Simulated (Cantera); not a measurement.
A perfectly stirred reactor is fed with CH3OH : O2 : N2 = 1 : 1 : 3.76 (molar parts), at 760 Torr; it is adiabatic with a 700 K inlet, and is followed from long to short residence time, starting on the burning branch (τ in s: 0.33, 0.14, 0.058, 0.024, 0.01, 0.0043, 0.0018, 0.00075, 0.00032, 0.00013, 5.6e-05, 2.3e-05, 9.8e-06).

Detailed kinetics in Cantera: GRI-Mech 3.0 (53 species, 325 reactions). GRI-Mech 3.0 was tuned for natural gas; its chemistry of methanol as a main component is partial and can be far from experiment.

Problem. What does this change do: N2 3.76 to 2.7 parts?

Solution. 
```tsv
quantity	before	after
blow-out, bracketed by the residence times tried	burning at 56.0 µs, out at 23.0 µs	burning at 56.0 µs, out at 23.0 µs
x(CH3OH) at τ = 0.330 s	3.75e-7	1.59e-7
x(O2) at τ = 0.330 s	6.16e-5	0.000286
x(H2) at τ = 0.330 s	0.0610	0.0699
x(H) at τ = 0.330 s	0.00223	0.00494
x(NO2) at τ = 0.330 s	2.40e-9	1.87e-8
x(CH3OH) at τ = 1.80 ms	1.57e-5	1.25e-5
x(O2) at τ = 1.80 ms	0.00154	0.00208
x(H2) at τ = 1.80 ms	0.0614	0.0710
x(H) at τ = 1.80 ms	0.0116	0.0136
x(NO2) at τ = 1.80 ms	3.24e-9	8.77e-9
```

Problem. What does this change do: CH3OH 1 to 1.5 parts?

Solution. 
| quantity | before | after |
|---|---|---|
| blow-out, bracketed by the residence times tried | burning at 56.0 µs, out at 23.0 µs | burning at 0.320 ms, out at 0.130 ms |
| x(CH3OH) at τ = 0.330 s | 3.75e-7 | 1.80e-6 |
| x(O2) at τ = 0.330 s | 6.16e-5 | 2.86e-5 |
| x(H2) at τ = 0.330 s | 0.0610 | 0.163 |
| x(H) at τ = 0.330 s | 0.00223 | 0.00114 |
| x(NO2) at τ = 0.330 s | 2.40e-9 | 8.58e-12 |
| x(CH3OH) at τ = 1.80 ms | 1.57e-5 | 9.88e-5 |
| x(O2) at τ = 1.80 ms | 0.00154 | 0.00149 |
| x(H2) at τ = 1.80 ms | 0.0614 | 0.159 |
| x(H) at τ = 1.80 ms | 0.0116 | 0.00400 |
| x(NO2) at τ = 1.80 ms | 3.24e-9 | 1.32e-10 |

Problem. What does this change do: pressure from 760 Torr to 7500 Torr?

Solution. 
```csv
quantity,before,after
"blow-out, bracketed by the residence times tried","burning at 56.0 µs, out at 23.0 µs","burning at 9.80 µs, the shortest tried"
x(CH3OH) at τ = 0.330 s,3.75e-7,1.24e-7
x(O2) at τ = 0.330 s,6.16e-5,7.49e-6
x(H2) at τ = 0.330 s,0.0610,0.0611
x(H) at τ = 0.330 s,0.00223,0.000606
x(NO2) at τ = 0.330 s,2.40e-9,8.19e-10
x(CH3OH) at τ = 1.80 ms,1.57e-5,8.41e-6
x(O2) at τ = 1.80 ms,0.00154,0.000261
x(H2) at τ = 1.80 ms,0.0614,0.0610
x(H) at τ = 1.80 ms,0.0116,0.00193
x(NO2) at τ = 1.80 ms,3.24e-9,3.40e-9
```
